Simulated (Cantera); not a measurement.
Mixture: CH3OH : O2 : N2 = 1 : 1.07 : 4.82 (molar parts), equivalence ratio 1.4, at 180000 Pa, adiabatic and at constant pressure. Ignition delay is the time to a rise of 400 K.

Computed with Cantera and GRI-Mech 3.0 (53 species, 325 reactions). GRI-Mech 3.0 was tuned for natural gas; its chemistry of methanol as a main component is partial and can be far from experiment.

Q: What does this change do: pressure from 180000 Pa to 3500000 Pa?

A: 
```csv
quantity,before,after
delay at 1200 K,5.52 ms,0.617 ms
delay at 1250 K,2.51 ms,0.273 ms
delay at 1300 K,1.22 ms,0.130 ms
delay at 1350 K,0.633 ms,65.5 µs
delay at 1400 K,0.349 ms,35.1 µs
delay at 1450 K,0.203 ms,19.8 µs
delay at 1500 K,0.124 ms,11.8 µs
apparent activation energy between 1400 and 1500 K,180 kJ/mol,190 kJ/mol
```
The pressure lies above the range GRI-Mech 3.0 was tuned for (to about 10 atm).
